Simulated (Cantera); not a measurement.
An isothermal, constant-pressure homogeneous reactor starts with H2 : O2 : N2 = 0.86 : 1 : 1.2 (molar parts), equivalence ratio 0.43, at 923 K and 97.5 Torr.

Model: GRI-Mech 3.0 (53 species, 325 reactions), integrated in Cantera. Radical loss at walls, strong at low pressure, is not modelled. Below about 950 K walls govern HO2 and H2O2 in real vessels. The temperature is held fixed by assumption; the heat of reaction is taken as removed at once.

x: mole fraction; the columns are a selection and need not sum to one.

```
t (s)         x H2   x O2       x O      x OH       x H   x H2O2
--------  --------  -----  --------  --------  --------  -------
0.000800     0.281  0.327   2.45e-6   7.18e-7   1.37e-5  3.86e-9
0.00163     0.0584  0.238   0.00233   0.00207    0.0109  5.93e-6
0.00333     0.0159  0.223  0.000159  0.000132  0.000135  5.92e-6
0.00679     0.0106  0.221   4.31e-5   3.66e-5   2.41e-5  1.21e-5
0.0139     0.00829  0.220   1.22e-5   1.05e-5   5.43e-6  2.49e-5
0.0283     0.00721  0.220   3.62e-6   3.07e-6   1.41e-6  4.69e-5
0.0577           ?  0.219         ?         ?         ?        ?
0.118      0.00526  0.219   1.74e-6   1.67e-6   5.69e-7  8.92e-5
0.240      0.00378  0.218   1.27e-6   1.40e-6   3.48e-7  8.49e-5
0.490            ?  0.218         ?         ?         ?        ?
1.00      0.000919  0.217   3.67e-7   8.44e-7   5.28e-8  2.25e-5
```

Q: What belongs in the gaps?

A: 
- 0.0577, x H2: 0.00638
- 0.0577, x O: 2.29e-6
- 0.0577, x OH: 2.01e-6
- 0.0577, x H: 8.27e-7
- 0.0577, x H2O2: 7.18e-5
- 0.490, x H2: 0.00218
- 0.490, x O: 7.98e-7
- 0.490, x OH: 1.14e-6
- 0.490, x H: 1.66e-7
- 0.490, x H2O2: 5.62e-5
